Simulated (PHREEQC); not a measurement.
# Nickel, zinc or cadmium bath

A solution holds 0.0012 mol CdSO4 and 0.063 mol FeSO4 per kg of water, at 20 °C. Closed to the air; pH follows from the charge balance.

Computed with PHREEQC (ion-association model, phreeqc.dat).

Each row changes one thing in this solution. Precipitation was switched off in this run.

```tsv
case	pH	ionic strength (mol/kgw)	SO4-2 (mol/kgw)	Fe+2 (mol/kgw)	FeSO4 (mol/kgw)	FeOH+ (mol/kgw)	SI of Melanterite (FeSO4:7H2O)
as made	5.94	0.151	0.0376	0.0373	0.0257	3.30e-6	-1.52
CdSO4 left out	5.94	0.149	0.0373	0.0373	0.0257	3.30e-6	-1.52
diluted 10-fold with water	?	0.0200	0.00500	0.00492	0.00138	1.01e-6	-2.80
temperature from 20 to 35 °C	5.75	0.139	0.0346	0.0343	0.0287	5.90e-6	?
diluted 2-fold with water	5.99	0.0822	0.0205	0.0203	0.0112	2.26e-6	?
temperature from 20 to 55 °C	5.54	0.126	0.0313	0.0310	0.0320	1.23e-5	-2.04
```

Question: Some entries are withheld; supply them.

Answer: 
- diluted 10-fold with water, pH: 6.14
- temperature from 20 to 35 °C, SI of Melanterite (FeSO4:7H2O): -1.76
- diluted 2-fold with water, SI of Melanterite (FeSO4:7H2O): -1.88

At this temperature some constants are extrapolated from 25 °C, and those without enthalpy data are left unchanged.
